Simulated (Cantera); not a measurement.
Equilibrium for silicon carbide growth: SiCl4 + C2H4 + H2

A closed system holds: 1 mol SiCl4, 1.1 mol C2H4, 1000 mol H2, equilibrated at 1698 K and 4.13 Torr.

Equilibrium computed with Cantera from the NASA thermochemical tables; the gas is ideal and each condensed phase is pure. Candidate condensed phases: C, C6H6, C7H8, C8H18, Si, SiC; 109 gas species. The numbers say what is thermodynamically allowed, not how fast it happens.

```json
{
  "x(H2)": "0.994",
  "x(HCl)": "0.00397",
  "x(H)": "0.00194",
  "x(C2H2 (acetylene))": "7.16e-5",
  "x(Cl)": "6.04e-6",
  "x(CH4)": "6.00e-6",
  "x(Si)": "1.75e-6",
  "n(C(graphite))": "1.05 mol",
  "n(SiC(s))": "0.997 mol",
  "gas_amount": "1005 mol",
  "log10 activity of Si(l) (absent)": "-1.83"
}
```
